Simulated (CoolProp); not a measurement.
Model: reference Helmholtz-energy equation of state, Thol 2017, in CoolProp.

For octamethyltrisiloxane (MDM), give the phase and the expansivity (1/kK), fugacity coefficient at 207.55 °C and 653 kPa; 207.55 °C and 1310 kPa; 207.55 °C and 1960 kPa.


- 207.55 °C and 653 kPa: liquid; expansivity 2.69, fugacity coefficient 0.470
- 207.55 °C and 1310 kPa: liquid; expansivity 2.49, fugacity coefficient 0.250
- 207.55 °C and 1960 kPa: liquid; expansivity 2.34, fugacity coefficient 0.178
